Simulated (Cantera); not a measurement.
Charge: 1 mol TEOS, 8.4 mol O3, 0.15 mol H2, at 1625 K and 100 Torr.

Cantera equilibrium calculation (NASA polynomials, part measured and part estimated; ideal gas, pure solids and liquids). Candidate condensed phases: C, C6H6, C7H8, C8H18, H2O, Si, SiC, SiO2; 123 gas species. The feed counts by its element totals alone. The tables hold silica as quartz up to 1696 K and as liquid above; real silica turns to tridymite and cristobalite and melts near 1996 K. Gases not in the tables: Si(OH)4. The numbers say what is thermodynamically allowed, not how fast it happens.

Base state: H2O 0.543, CO2 0.428, O2 0.0281, OH 0.000498, CO 0.000193, H2 7.86e-5 (mole fractions); condensed: SiO2(β-quartz).

Task: What changes in the equilibrium state with this change: H2 from 0.15 to 9.1 mol?

Result: 
| species | before | after |
|---|---|---|
| H2O | 0.543 | 0.551 |
| CO2 | 0.428 | 0.158 |
| H2 | 7.86e-5 | 0.154 |
| CO | 0.000193 | 0.137 |
| O2 | 0.0281 | 7.52e-9 |
| H | 1.71e-6 | 7.59e-5 |
| OH | 0.000498 | 1.14e-5 |
| SiO2(β-quartz), mol | 1.00 | 1.000 |

Task: What changes in the equilibrium state with this change: pressure from 100 Torr to 3.08 Torr?

Result: 
```
species                before     after
-------------------  --------  --------
H2O                     0.543     0.542
CO2                     0.428     0.427
O2                     0.0281    0.0285
CO                   0.000193   0.00109
H                     1.71e-6   2.32e-5
O                     8.94e-6   5.13e-5
H2                    7.86e-5  0.000444
SiO2(β-quartz), mol      1.00     1.000
```
